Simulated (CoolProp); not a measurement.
Vapour-liquid equilibrium of benzene (1) + cyclohexane (2) at 0.961 MPa; x and y are mole fractions of (1).

Computed with CoolProp (multi-fluid Helmholtz-energy mixture model, Thol 2012 and Zhou 2014; pair parameters Bell 2016).

| x | bubble temperature (°C) | y at the bubble point | dew temperature at overall composition x (°C) | liquid density (mol/L) |
|---|---|---|---|---|
| 0.05 | 178.7 | 0.062 | 178.9 | 7.274 |
| 0.2 | 176.5 | 0.229 | 176.9 | 7.493 |
| 0.35 | 175.0 | 0.378 | 175.2 | 7.722 |
| 0.5 | 174.1 | 0.515 | 174.2 | 7.963 |
| 0.65 | 173.9 | 0.648 | 173.9 | 8.219 |
| 0.8 | 174.3 | 0.786 | 174.4 | 8.492 |
| 0.95 | 175.6 | 0.942 | 175.7 | 8.780 |

y crosses x between x = 0.5 and 0.65: the model has an azeotrope there.

The pair parameters rest on a limited set of measurements; away from them the model extrapolates.
